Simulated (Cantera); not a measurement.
Predominance diagram of Ta at 1577 °C against the partial pressures of O₂ and CO (log10, bar). Source: NASA polynomial tables (part measured, part estimated), evaluated in Cantera. Candidates: Ta(s), TaC(s), Ta₂O₅(s). Only these pure phases compete in this equilibrium. TaC: taken at fixed stoichiometry. Not in the tables: Ta₂C.

Question: Which phase is stable at these pairs, and which metal-bearing vapour leads over it? (-2.3, -2.2); (-17.1, -6); (-7.2, -6.8); (-0.6, -3); (-17.1, -2.2); (-15.4, -6.8); (-15.4, -1.5)

Answer: 
```csv
log p(O₂),log p(CO),phase,chief vapour,log p (bar)
-2.3,-2.2,Ta₂O₅(s),TaO₂,-10.2
-17.1,-6,Ta(s),TaO,-9.3
-7.2,-6.8,Ta₂O₅(s),TaO₂,-9.0
-0.6,-3,Ta₂O₅(s),TaO₂,-10.6
-17.1,-2.2,TaC(s),TaO,-11.9
-15.4,-6.8,Ta(s),TaO₂,-8.4
-15.4,-1.5,TaC(s),TaO₂,-10.8
```
